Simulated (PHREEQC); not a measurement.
A solution holds 110 mmol/kgw H3PO4 and 1.1 mmol/kgw NaOH, at 29 °C. It is in equilibrium with CO2 at log p = -3.4 (atm). Otherwise closed; pH follows from the charge balance.

The numbers come from PHREEQC with the ion-association model, phreeqc.dat.

```json
{
 "pH": "1.64",
 "ionic_strength": "0.0273 mol/kgw",
 "specific_conductance": "9880 µS/cm",
 "total_alkalinity": "-109 meq/kg"
}
```

```tsv
species	molality	activity	log γ
H3PO4	0.0827	0.0832	0.003
H2PO4-	0.0273	0.0235	-0.066
H+	0.0262	0.0230	-0.057
Na+	0.00110	0.000942	-0.067
CO2	1.21e-5	1.22e-5	0.003
HPO4-2	1.20e-7	6.48e-8	-0.267
```

Precipitation was switched off in this run.
